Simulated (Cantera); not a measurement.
A freely propagating, adiabatic, planar premixed flame of 20.1 % H₂, 16.8 % O₂, 63.1 % N₂, unburnt at 350 K and 1.00 bar; mixture-averaged transport, grid criteria slope 0.08 and curve 0.16, no radiation.

Computed with Cantera and the H2/O2 subset of GRI-Mech 3.0, which has no nitrogen chemistry. Burning velocities carry a grid error of a few per cent, more on coarse grids. Lean hydrogen flames are cellular in practice and burn faster than this planar one.

Problem. Predict: laminar burning velocity; thermal thickness; peak x(OH); peak x(H₂O₂); peak x(O); peak x(H).

Solution. 
| Property | Value |
|---|---|
| laminar burning velocity | 110 cm/s |
| thermal thickness | 0.374 mm |
| peak x(OH) | 0.00741 |
| peak x(H₂O₂) | 7.61e-5 |
| peak x(O) | 0.00618 |
| peak x(H) | 0.00918 |
